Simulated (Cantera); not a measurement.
Input: 1 mol N₂O, 0.73 mol SO₂, 8.4 mol H₂, at 133 Pa.

These are equilibrium values from Cantera (NASA tables, ideal gas, pure condensed phases), not measurements of a reactor. Candidate condensed phases: H₂O, H₂SO₄, S; 35 gas species. Gases not in the tables: S₃ to S₇. Equilibrium is a limit: real reactors are often held back by kinetics, nucleation or transport.

x: gas mole fraction; nothing condenses.

| T (K) | x H₂ | x H₂O | x N₂ | x H₂S | x S₂ | x SO₂ | x SH |
|---|---|---|---|---|---|---|---|
| 1075 | 0.559 | 0.261 | 0.106 | 0.0713 | 0.00300 | 9.12e-6 | [?] |
| 1125 | 0.563 | 0.260 | 0.106 | 0.0650 | 0.00601 | 2.47e-5 | [?] |
| 1175 | 0.569 | 0.259 | 0.105 | 0.0564 | 0.0101 | 5.76e-5 | [?] |
| 1225 | 0.576 | 0.258 | 0.105 | 0.0469 | 0.0145 | 0.000118 | [?] |
| 1275 | 0.582 | 0.256 | 0.104 | 0.0380 | 0.0187 | 0.000220 | [?] |
| 1325 | 0.588 | 0.255 | 0.104 | 0.0303 | 0.0221 | 0.000379 | [?] |
| 1375 | 0.592 | 0.253 | 0.104 | 0.0240 | 0.0248 | 0.000616 | [?] |
| 1425 | 0.596 | 0.252 | 0.103 | 0.0190 | 0.0268 | 0.000954 | [?] |
| 1475 | 0.599 | 0.250 | 0.103 | 0.0151 | 0.0280 | 0.00142 | [?] |
| 1525 | 0.602 | 0.248 | 0.103 | 0.0120 | 0.0287 | 0.00202 | [?] |
| 1575 | 0.605 | 0.245 | 0.103 | 0.00964 | 0.0288 | 0.00278 | [?] |
| 1625 | 0.608 | 0.242 | 0.102 | 0.00776 | 0.0284 | 0.00371 | [?] |

Question: Some entries are withheld; supply them.

Answer: 
- 1075, x SH: 6.28e-5
- 1125, x SH: 0.000129
- 1175, x SH: 0.000236
- 1225, x SH: 0.000389
- 1275, x SH: 0.000590
- 1325, x SH: 0.000841
- 1375, x SH: 0.00114
- 1425, x SH: 0.00150
- 1475, x SH: 0.00190
- 1525, x SH: 0.00235
- 1575, x SH: 0.00284
- 1625, x SH: 0.00336
